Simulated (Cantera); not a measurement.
Equilibrium for sublimation and decomposition of ceramics: TiC + H2

A closed system holds: 1 mol TiC, 4 mol H2, held at 45.0 Pa.

Method: chemical equilibrium by Gibbs-energy minimisation in Cantera with the NASA 1993 tables (ideal gas, pure condensed phases). Candidate condensed phases: C, C6H6, C7H8, C8H18, Ti, TiC; 77 gas species. TiC: taken at fixed stoichiometry. Equilibrium is a limit: real reactors are often held back by kinetics, nucleation or transport.

```json
[
 {"T (K)": "1548", "log p H2": "-3.35", "log p H": "-6.19", "log p Ti": "-11.68", "log p C3": "<-15", "log p C": "<-15", "log p C2": "<-15", "log p C2H2 (acetylene)": "-12.88", "log p C2H": "<-15", "n TiC(s)": "1.00"},
 {"T (K)": "1748", "log p H2": "-3.35", "log p H": "-5.32", "log p Ti": "-10.02", "log p C3": "<-15", "log p C": "-14.74", "log p C2": "<-15", "log p C2H2 (acetylene)": "-10.35", "log p C2H": "-14.47", "n TiC(s)": "1.000"},
 {"T (K)": "1948", "log p H2": "-3.37", "log p H": "-4.63", "log p Ti": "-8.49", "log p C3": "-14.36", "log p C": "-12.09", "log p C2": "-14.36", "log p C2H2 (acetylene)": "-8.79", "log p C2H": "-11.86", "n TiC(s)": "1.000"},
 {"T (K)": "2148", "log p H2": "-3.43", "log p H": "-4.10", "log p Ti": "-7.26", "log p C3": "-11.20", "log p C": "-9.93", "log p C2": "-11.56", "log p C2H2 (acetylene)": "-7.56", "log p C2H": "-9.75", "n TiC(s)": "0.999"},
 {"T (K)": "2348", "log p H2": "-3.60", "log p H": "-3.71", "log p Ti": "-6.26", "log p C3": "-8.51", "log p C": "-8.11", "log p C2": "-9.18", "log p C2H2 (acetylene)": "-6.60", "log p C2H": "-8.00", "n TiC(s)": "0.994"},
 {"T (K)": "2548", "log p H2": "-3.94", "log p H": "-3.48", "log p Ti": "-5.40", "log p C3": "-6.33", "log p C": "-6.61", "log p C2": "-7.25", "log p C2H2 (acetylene)": "-6.05", "log p C2H": "-6.69", "n TiC(s)": "0.943"},
 {"T (K)": "2748", "log p H2": "-4.52", "log p H": "-3.43", "log p Ti": "-4.47", "log p C3": "-5.07", "log p C": "-5.53", "log p C2": "-5.99", "log p C2H2 (acetylene)": "-6.26", "log p C2H": "-6.11", "n TiC(s)": "0.379"}
]
```
log p: log10 of the partial pressure in bar; n: condensed amount in mol.

From 1548 K to 2748 K the condensed part is TiC(s).
